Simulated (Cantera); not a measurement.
Feed: 1 mol SiCl₄, 1.6 mol HCl, 30 mol N₂, equilibrated at 13300 Pa.

These are equilibrium values from Cantera (NASA tables, ideal gas, pure condensed phases), not measurements of a reactor. Candidate condensed phases: NH₄Cl, Si, Si₃N₄; 28 gas species. The tables' values for SiCl₃ are old estimates; treat these amounts as uncertain. Rates play no part. All values below are at 1002 °C.

Base state: N₂ 0.920, HCl 0.0491, SiCl₄ 0.0306, Cl 4.20e-5, SiCl₃ 3.80e-5 (mole fractions); condensed: gas only.

### Question
What changes in the equilibrium state with this change: 0.67 mol NH₃ added?

### Answer
```
species         before     after
-------------  -------  --------
N₂               0.920     0.885
HCl             0.0491    0.0810
SiCl₄           0.0306    0.0200
H₂             4.01e-6    0.0124
SiHCl₃         1.01e-7  0.000124
SiCl₂          3.07e-7  0.000228
Cl             4.20e-5   1.25e-6
SiCl₃          3.80e-5  0.000838
Si₃N₄(s), mol        0    0.0926
```
